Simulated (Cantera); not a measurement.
A closed system holds: 1 mol Si3N4, 0.033 mol C, 1.8 mol N2, held at 2725 K and 10.0 Torr.

Method: chemical equilibrium by Gibbs-energy minimisation in Cantera with the NASA 1993 tables (ideal gas, pure condensed phases). Candidate condensed phases: C, Si, SiC, Si3N4; 20 gas species. The tables' values for SiN are old estimates; treat these amounts as uncertain. Equilibrium is a limit: real reactors are often held back by kinetics, nucleation or transport.

Base state: N2 0.563, Si 0.426, Si2 0.00393, Si2C 0.00356, SiN 0.00272, SiC2 0.000550, Si2N 0.000536, CN 0.000195 (mole fractions); condensed: gas only.

Q: What changes in the equilibrium state with this change: pressure from 10.0 Torr to 75.0 Torr?

A: 
```tsv
species	before	after
N2	0.563	0.754
Si	0.426	0.222
Si2	0.00393	0.00801
C	1.12e-5	1.25e-6
Si3	0.000160	0.00128
Si2N	0.000536	0.00346
Si(l), mol	0	1.67
```

Q: What changes in the equilibrium state with this change: temperature from 2725 K to 1748 K?

A: 
| species | before | after |
|---|---|---|
| N2 | 0.563 | 1.000 |
| Si | 0.426 | 4.62e-5 |
| SiN | 0.00272 | 2.77e-6 |
| Si2 | 0.00393 | 1.01e-7 |
| SiC2 | 0.000550 | <1e-9 |
| CN | 0.000195 | 5.02e-9 |
| SiC | 2.91e-5 | <1e-9 |
| Si3 | 0.000160 | 1.04e-8 |
| N | 1.29e-5 | <1e-9 |
| SiC(s), mol | 0 | 0.0330 |
| Si3N4(s), mol | 0 | 0.989 |
Mutual solubility and eutectic melting of coexisting phases are not modelled.
